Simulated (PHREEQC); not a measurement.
Dissolve 0.0058 mol K2SO4, 0.29 mol CuCl2 and 0.011 mol HCl per kg of water at 90 °C. Closed to the air; pH follows from the charge balance.

Model: ion-association model, phreeqc.dat, run in PHREEQC.

Precipitation was switched off in this run.

Question: Order these Cl species by the share of Cl that they hold, largest first: Cl-, CuCl2, CuCl+.

Answer: Cl- (59 %), CuCl+ (33 %), CuCl2 (7.8 %)

The pH is 2.17 and the ionic strength 0.427 mol/kgw. Complexes and solids missing from the database can't appear. At this temperature some constants are extrapolated from 25 °C, and those without enthalpy data are left unchanged.
